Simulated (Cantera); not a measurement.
An isothermal, constant-pressure homogeneous reactor starts with CH2O : O2 : N2 = 0.0026 : 0.0082 : 1 (molar parts), equivalence ratio 0.32, at 1275 K and 1.01 bar.

Detailed kinetics in Cantera: GRI-Mech 3.0 (53 species, 325 reactions).

x: mole fraction; the columns are a selection and need not sum to one.

| t (s) | x CH2O | x O2 | x CH4 | x HO2 | x C2H6 | x O |
|---|---|---|---|---|---|---|
| 0.000200 | 0.00257 | 0.00811 | <1e-12 | 1.51e-6 | <1e-12 | 4.50e-9 |
| 0.000462 | 0.00255 | 0.00810 | 1.50e-12 | 6.21e-6 | <1e-12 | 1.71e-8 |
| 0.00107 | 0.00223 | 0.00800 | 1.43e-10 | 4.52e-5 | <1e-12 | 2.04e-7 |
| 0.00247 | 9.69e-8 | 0.00709 | 8.02e-10 | 2.00e-6 | <1e-12 | 0.000152 |
| 0.00570 | <1e-12 | 0.00605 | <1e-12 | … | <1e-12 | 0.000140 |
| 0.0132 | <1e-12 | 0.00574 | <1e-12 | 8.92e-7 | <1e-12 | 4.81e-5 |
| 0.0304 | <1e-12 | 0.00560 | <1e-12 | 4.76e-7 | <1e-12 | 1.44e-5 |
| 0.0702 | <1e-12 | 0.00555 | <1e-12 | 1.70e-7 | <1e-12 | 3.53e-6 |
| 0.162 | <1e-12 | 0.00554 | <1e-12 | 4.22e-8 | <1e-12 | 7.90e-7 |
| 0.375 | <1e-12 | 0.00554 | <1e-12 | … | <1e-12 | … |
| 0.866 | <1e-12 | 0.00554 | <1e-12 | 2.19e-9 | <1e-12 | 5.59e-8 |
| 2.00 | <1e-12 | 0.00554 | <1e-12 | 7.88e-10 | <1e-12 | 2.28e-8 |

Q: Complete the blanks.

A: 
- 0.00570, x HO2: 1.31e-6
- 0.375, x HO2: 8.94e-9
- 0.375, x O: 1.86e-7
